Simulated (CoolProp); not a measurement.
Values from CoolProp's reference Helmholtz-energy equation of state, Zhou 2012.

### Question
Give the vapour pressure (MPa), liquid density (kg/m³), vapour density (kg/m³), liquid cp (kJ/(kg K)) of saturated p-xylene at 475.9, 480.6, 485.2 K.

### Answer
```csv
T (K),p (MPa),liquid density (kg/m³),vapour density (kg/m³),liquid cp (kJ/(kg K))
475.9,0.436,684,13.4,2.37
480.6,0.476,678,14.6,2.39
485.2,0.519,672,15.9,2.41
```
